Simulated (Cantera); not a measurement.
## Low-pressure radical oxidation in H2/O2

An isothermal, constant-pressure homogeneous reactor starts with H2 : O2 : N2 = 0.18 : 1 : 1.4 (molar parts), equivalence ratio 0.090, at 925 K and 220 Pa.

Detailed kinetics in Cantera: the H2/O2 subset of GRI-Mech 3.0, which has no nitrogen chemistry. Radical loss at walls, strong at low pressure, is not modelled. Below about 950 K walls govern HO2 and H2O2 in real vessels. The temperature is held fixed by assumption; the heat of reaction is taken as removed at once.

```
t (s)         x H2   x O2     x HO2       x H      x OH     x H2O   x H2O2
--------  --------  -----  --------  --------  --------  --------  -------
3.00e-6     0.0698  0.388    <1e-12    <1e-12    <1e-12    <1e-12   <1e-12
9.53e-6     0.0698  0.388    <1e-12    <1e-12    <1e-12    <1e-12   <1e-12
3.03e-5     0.0698  0.388    <1e-12    <1e-12    <1e-12    <1e-12   <1e-12
9.62e-5     0.0698  0.388    <1e-12    <1e-12    <1e-12    <1e-12   <1e-12
0.000306    0.0698  0.388  1.44e-12  1.39e-12    <1e-12    <1e-12   <1e-12
0.000972    0.0698  0.388  4.57e-12  4.29e-12    <1e-12    <1e-12   <1e-12
0.00309     0.0698  0.388  1.46e-11  1.50e-11  2.19e-12  5.36e-12   <1e-12
0.00981     0.0698  0.388  4.67e-11  1.15e-10  2.12e-11  1.30e-10   <1e-12
0.0312      0.0698  0.388  3.01e-10   2.29e-8   4.37e-9   3.58e-8   <1e-12
0.0990      0.0245  0.366   7.71e-7    0.0232   0.00175    0.0328  1.98e-8
0.315      0.00178  0.356   8.44e-7    0.0185  0.000987    0.0592  7.64e-9
1.00      0.000658  0.362   8.12e-7   0.00375  0.000590    0.0691  1.13e-8
```
x: mole fraction; the columns are a selection and need not sum to one.

Equilibrium at this temperature and pressure: H2 2.00e-11, O2 0.365, HO2 7.10e-11, H <1e-12, OH 1.07e-7, H2O 0.0723, H2O2 2.05e-12 (gas phase only).
